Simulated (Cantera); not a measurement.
## Halide evaporation, hydrolysis and transport: PbI₂ + H₂

Feed: 1 mol PbI₂, 8 mol H₂.

Cantera equilibrium calculation (NASA polynomials, part measured and part estimated; ideal gas, pure solids and liquids). Candidate condensed phases: I₂, Pb, PbI₂; 10 gas species. Rates play no part.

**Question.** Map the stable condensed phases over T = 650, 700, 750, 800, 850, 900, 950, 1000, 1050, 1100, 1150 °C and P in Pa = 0.10, 0.56, 3.2, 18, 100, 560, 3200, 18000, 100000.

**Answer.** 
```
T in °C \ P in Pa
           0.10   0.56    3.2     18    100    560   3200  18000 100000
   1150       A      A      A      A      A      A      A      A      A
   1100       A      A      A      A      A      A      A      A      A
   1050       A      A      A      A      A      A      A      A      A
   1000       A      A      A      A      A      A      A      A      B
    950       A      A      A      A      A      A      A      A      B
    900       A      A      A      A      A      A      A      B      B
    850       A      A      A      A      A      A      A      B      B
    800       A      A      A      A      A      A      B      B      B
    750       A      A      A      A      A      A      B      B      B
    700       A      A      A      A      A      B      B      B      B
    650       A      A      A      A      B      B      B      B      B
```
A: gas only; B: Pb.
